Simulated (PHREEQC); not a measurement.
A solution holds 16 mmol/kgw H2SO4, 1.4 mmol/kgw Cs2SO4 and 30 mmol/kgw ZnCl2, at 20 °C. Closed to the air; pH follows from the charge balance.

Computed with PHREEQC (ion-association model, wateq4f.dat).

Task: The ionic strength comes out as 0.108 mol/kgw. What activity coefficients do SO4-2, Zn(SO4)2-2, Cs+, ZnCl+, ZnCl3- get?

Result: SO4-2 0.37, Zn(SO4)2-2 0.37, Cs+ 0.78, ZnCl+ 0.77, ZnCl3- 0.77.

Precipitation was switched off in this run.
